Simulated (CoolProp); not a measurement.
Properties of cis-2-butene along the isotherm 27.65 °C.

Computed with CoolProp (reference Helmholtz-energy equation of state, Lemmon 2005). It is a short technical equation, of lower accuracy than the large ones.

| p (kPa) | phase | density (kg/m³) | cp (kJ/(kg K)) |
|---|---|---|---|
| 6.7 | gas | 0.1506 | 1.452 |
| 10.8 | gas | 0.2430 | 1.454 |
| 17.5 | gas | 0.3946 | 1.457 |
| 28.2 | gas | 0.6378 | 1.462 |
| 45.6 | gas | 1.037 | 1.471 |
| 73.7 | gas | 1.690 | 1.485 |
| 119 | gas | 2.767 | 1.509 |
| 192 | gas | 4.573 | 1.553 |
| 311 | liquid | 612.4 | 2.257 |
| 502 | liquid | 612.7 | 2.256 |
| 811 | liquid | 613.2 | 2.253 |
| 1310 | liquid | 614.0 | 2.250 |
| 2120 | liquid | 615.2 | 2.245 |
